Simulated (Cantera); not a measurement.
A perfectly stirred reactor is fed with N₂O : N₂ = 1 : 0.24 (molar parts), at 2670 Pa; it is held at 1073 K, and followed from long to short residence time.

Computed with Cantera and GRI-Mech 3.0 (53 species, 325 reactions). GRI-Mech 3.0 was tuned for natural gas; its chemistry of N2O as a main component is partial and can be far from experiment. Radical loss at walls, strong at low pressure, is not modelled. The mechanism lacks the step 2 NO + O2 → 2 NO2, which can matter for NO2 below about 1400 K. The temperature is held fixed by assumption; the heat of reaction is taken as removed at once.

```tsv
quantity	before	after
x(N₂O) at τ = 29.0 s	0.772	0.305
x(O) at τ = 29.0 s	1.98e-7	3.79e-6
x(NO) at τ = 29.0 s	0.00148	0.0447
x(N₂) at τ = 29.0 s	0.215	0.494
x(O₂) at τ = 29.0 s	0.0116	0.156
x(N₂O) at τ = 0.100 s	0.806	0.802
x(O) at τ = 0.100 s	1.97e-7	3.85e-6
x(NO) at τ = 0.100 s	5.30e-6	0.000411
x(N₂) at τ = 0.100 s	0.194	0.196
x(O₂) at τ = 0.100 s	4.17e-5	0.00143
```

Problem. Name the change that produced these shifts.
A) temperature 1073 to 1575 K
B) temperature 1073 to 1250 K
C) pressure from 2670 Pa to 21000 Pa
D) pressure from 2670 Pa to 5600 Pa

Solution. B, temperature 1073 to 1250 K
